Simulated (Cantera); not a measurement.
A closed system holds: 1 mol BN, 5.3 mol F₂, 16 mol N₂, equilibrated at 1350 °C and 18.0 Pa.

These are equilibrium values from Cantera (NASA tables, ideal gas, pure condensed phases), not measurements of a reactor. Candidate condensed phases: B, BN; 13 gas species. Rates play no part.

Base state: N₂ 0.657, F 0.303, BF₃ 0.0398 (mole fractions); condensed: gas only.

Q: What changes in the equilibrium state with this change: temperature from 1350 °C to 500 °C?

A: 
```csv
species,before,after
N₂,0.657,0.725
F,0.303,0.129
F₂,8.04e-7,0.102
BF₃,0.0398,0.0439
NF₃,<1e-9,0.000202
```
